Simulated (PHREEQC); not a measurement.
Dissolve 0.0032 mol HF, 0.00048 mol NH4F and 0.0004 mol (NH4)2SiF6 per kg of water at 3.7 °C. It is in equilibrium with CO2 at log p = -3.4 (atm). Otherwise closed; pH follows from the charge balance.

Equilibrium calculation in PHREEQC: ion-association model, phreeqc.dat.

**Question.** The ionic strength comes out as 0.00291 mol/kgw. What activity coefficients do F-, NH4+, HF2-, SiF6-2, H+ get?

**Answer.** F- 0.94, NH4+ 0.94, HF2- 0.94, SiF6-2 0.80, H+ 0.95.

No solid was allowed to form. Species that the database lacks are ignored. Away from 25 °C the constants follow the database's enthalpies or fits; those with neither stay at their 25 °C values. SiF6-2 is the database's only silicon fluoride.
